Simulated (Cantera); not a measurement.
What does this Cantera script print?

```python
import numpy as np
import cantera as ct

gas = ct.Solution("gri30.yaml")
gas.TPX = 1375, 10000, {'CH4': 1, 'H2O': 3.9}
inlet = ct.Reservoir(gas, clone=True)

reactor = ct.IdealGasConstPressureReactor(gas, energy="off", clone=False)
exhaust = ct.Reservoir(gas, clone=True)
tau = [26, 3.7, 0.53, 0.077, 0.011, 0.0016, 0.00022][0]
for a, b in ((inlet, reactor), (reactor, exhaust)):
    ct.MassFlowController(a, b, mdot=lambda t: reactor.mass / tau)
net = ct.ReactorNet([reactor])
show = ['CH4', 'H2O', 'O2', 'CH3', 'CH2']

rows = []
print(f"{'tau/s':>10s}{'T/K':>9s}" + "".join(f"{s:>11s}" for s in show))
for tau in [26, 3.7, 0.53, 0.077, 0.011, 0.0016, 0.00022]:
    net.initial_time = 0.0
    net.advance(30 * tau)
    before = gas.X
    net.advance(40 * tau)
    drift = np.max(np.abs(gas.X - before) / (gas.X + 1e-9))
    rows.append([gas.T, *gas[show].X, drift])
    print(f"{tau:10.3e}{gas.T:9.1f}" + "".join(f"{x:11.3e}" for x in gas[show].X))
```

It prints:

```
     tau/s      T/K        CH4        H2O         O2        CH3        CH2
 2.600e+01   1375.0  1.247e-01  7.229e-01  3.915e-12  4.345e-05  1.215e-09
 3.700e+00   1375.0  1.799e-01  7.795e-01  1.370e-11  6.955e-05  1.253e-09
 5.300e-01   1375.0  2.001e-01  7.940e-01  6.007e-12  7.725e-05  1.018e-09
 7.700e-02   1375.0  2.037e-01  7.958e-01  3.239e-13  5.348e-05  4.667e-10
 1.100e-02   1375.0  2.040e-01  7.959e-01  4.398e-15  2.401e-05  9.432e-11
 1.600e-03   1375.0  2.041e-01  7.959e-01  1.010e-17  5.727e-06  5.457e-12
 2.200e-04   1375.0  2.041e-01  7.959e-01  6.248e-21  8.084e-07  1.216e-13
```

Model: GRI-Mech 3.0 (53 species, 325 reactions), integrated in Cantera.
